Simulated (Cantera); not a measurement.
Thermodynamics of abatement and gas-phase synthesis, feed PH₃ + O₂

Feed: 1 mol PH₃, 3.4 mol O₂, held at 0.133 bar.

Equilibrium computed with Cantera from the NASA thermochemical tables; the gas is ideal and each condensed phase is pure. Candidate condensed phases: H₂O, P, P₄O₁₀; 17 gas species. Gases not in the tables: HPO₂, HPO₃ and P₄O₆. Kinetics and transport are ignored.

From 1877 °C to 2402 °C nothing is condensed.

```
T (°C)   x O₂  x H₂O  x PO₂    x OH      x O       x H     x H₂      x PO
------  -----  -----  -----  ------  -------  --------  -------  --------
1877    0.391  0.350  0.239  0.0147  0.00335  0.000412  0.00127  0.000694
1952    0.388  0.346  0.237  0.0197  0.00540  0.000798  0.00202   0.00118
2027    0.384  0.339  0.236  0.0260  0.00843   0.00148  0.00311   0.00194
2102    0.379  0.331  0.233  0.0335   0.0128   0.00263  0.00463   0.00308
2177    0.373  0.321  0.229  0.0422   0.0188   0.00450  0.00668   0.00474
2252    0.365  0.308  0.224  0.0521   0.0271   0.00743  0.00935   0.00707
2327    0.355  0.291  0.217  0.0629   0.0380    0.0118   0.0127    0.0103
2402    0.344  0.272  0.209  0.0744   0.0521    0.0183   0.0167    0.0144
```
x: gas mole fraction; nothing condenses.
